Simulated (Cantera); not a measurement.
# Thermodynamics of sublimation and decomposition of ceramics, feed Al2O3 + C + N2

A closed system holds: 1 mol Al2O3, 0.011 mol C, 6.9 mol N2, equilibrated at 2800 K and 5180 Torr.

These are equilibrium values from Cantera (NASA tables, ideal gas, pure condensed phases), not measurements of a reactor. Candidate condensed phases: Al, AlN, Al2O3, C; 32 gas species. Kinetics and transport are ignored.

```json
{
  "x(N2)": "0.997",
  "x(CO)": "0.00159",
  "x(Al)": "0.000551",
  "x(Al2O)": "0.000382",
  "x(AlO)": "4.23e-5",
  "x(NO)": "1.47e-5",
  "x(CO2)": "4.46e-6",
  "x(O)": "3.36e-6",
  "x(Al2O2)": "1.62e-6",
  "n(Al2O3(l))": "0.995 mol",
  "gas_amount": "6.918 mol",
  "log10 activity of Al(l) (absent)": "-2.43",
  "log10 activity of C(graphite) (absent)": "-5.15"
}
```
